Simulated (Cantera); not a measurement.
A freely propagating, adiabatic, planar premixed flame of H₂ : O₂ : N₂ : H₂O = 1 : 0.98 : 2.65 : 0.21 (molar parts), equivalence ratio 0.51, unburnt at 375 K and 13300 Pa; unity-Lewis-number transport, grid criteria slope 0.08 and curve 0.16, no radiation.

Cantera simulation using the H2/O2 subset of GRI-Mech 3.0, which has no nitrogen chemistry; the numbers are that mechanism's predictions, not measurements. Unity Lewis numbers drop preferential diffusion, which matters most where H2 and H carry the flame. Burning velocities carry a grid error of a few per cent, more on coarse grids. Lean hydrogen flames are cellular in practice and burn faster than this planar one.

Q: Predict: laminar burning velocity; thermal thickness; peak x(HO₂); peak x(OH); peak x(O).

A: laminar burning velocity: 137 cm/s
thermal thickness: 3.01 mm
peak x(HO₂): 0.000118
peak x(OH): 0.0117
peak x(O): 0.0152
